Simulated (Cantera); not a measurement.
Charge: 1 mol SiHCl3, 0.25 mol NH3, 78 mol N2, at 1375 °C and 14.0 mbar.

Equilibrium computed with Cantera from the NASA thermochemical tables; the gas is ideal and each condensed phase is pure. Candidate condensed phases: NH4Cl, Si, Si3N4; 28 gas species. The tables' values for SiCl3 are old estimates; treat these amounts as uncertain. The numbers say what is thermodynamically allowed, not how fast it happens.

Base state: N2 0.971, SiCl2 0.0121, HCl 0.0120, H2 0.00482, SiCl3 0.000262, Cl 0.000102, H 5.23e-5, SiCl4 1.24e-5 (mole fractions); condensed: gas only.

**Question.** What changes in the equilibrium state with this change: NH3 from 0.25 to 0.11 mol?

**Answer.** 
| species | before | after |
|---|---|---|
| N2 | 0.971 | 0.973 |
| SiCl2 | 0.0121 | 0.0121 |
| HCl | 0.0120 | 0.0119 |
| H2 | 0.00482 | 0.00232 |
| SiCl4 | 1.24e-5 | 2.51e-5 |
| H | 5.23e-5 | 3.62e-5 |
| Cl | 0.000102 | 0.000146 |
| SiCl3 | 0.000262 | 0.000371 |

**Question.** What changes in the equilibrium state with this change: pressure from 14.0 mbar to 68.0 mbar?

**Answer.** 
| species | before | after |
|---|---|---|
| N2 | 0.971 | 0.971 |
| HCl | 0.0120 | 0.0147 |
| SiCl2 | 0.0121 | 0.0101 |
| H2 | 0.00482 | 0.00354 |
| SiCl4 | 1.24e-5 | 0.000101 |
| SiCl3 | 0.000262 | 0.000679 |
| H | 5.23e-5 | 2.03e-5 |
| Cl | 0.000102 | 6.59e-5 |
| Si3N4(s), mol | 0 | 0.0424 |
